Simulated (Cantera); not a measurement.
Feed: 1 mol PbO, 0.54 mol CH4, 0.038 mol CO, held at 875 °C and 7.50 Torr.

These are equilibrium values from Cantera (NASA tables, ideal gas, pure condensed phases), not measurements of a reactor. Candidate condensed phases: C, C6H6, C7H8, C8H18, H2O, Pb, PbO, PbO2, Pb3O4; 113 gas species. Equilibrium is a limit: real reactors are often held back by kinetics, nucleation or transport.

Base state: H2 0.450, CO 0.252, H2O 0.183, CO2 0.0867, Pb 0.0280 (mole fractions); condensed: Pb(l).

**Question.** What changes in the equilibrium state with this change: temperature from 875 °C to 1677 °C?

**Answer.** 
```tsv
species	before	after
Pb	0.0280	0.374
H2	0.450	0.256
CO	0.252	0.192
CO2	0.0867	0.0250
H2O	0.183	0.146
OH	1.17e-9	0.000302
H	4.81e-7	0.00580
PbO	2.10e-7	0.000806
Pb(l), mol	0.952	0
```

**Question.** What changes in the equilibrium state with this change: CH4 from 0.54 to 0.37 mol?

**Answer.** 
```csv
species,before,after
H2O,0.183,0.353
H2,0.450,0.273
CO2,0.0867,0.180
CO,0.252,0.165
Pb,0.0280,0.0280
"Pb(l), mol",0.952,0.967
```

**Question.** What changes in the equilibrium state with this change: temperature from 875 °C to 1150 °C?

**Answer.** 
```csv
species,before,after
Pb,0.0280,0.376
H2,0.450,0.272
CO,0.252,0.179
CO2,0.0867,0.0389
H2O,0.183,0.134
PbO,2.10e-7,4.15e-5
H,4.81e-7,3.47e-5
Pb2,5.99e-7,3.15e-5
"Pb(l), mol",0.952,0
```
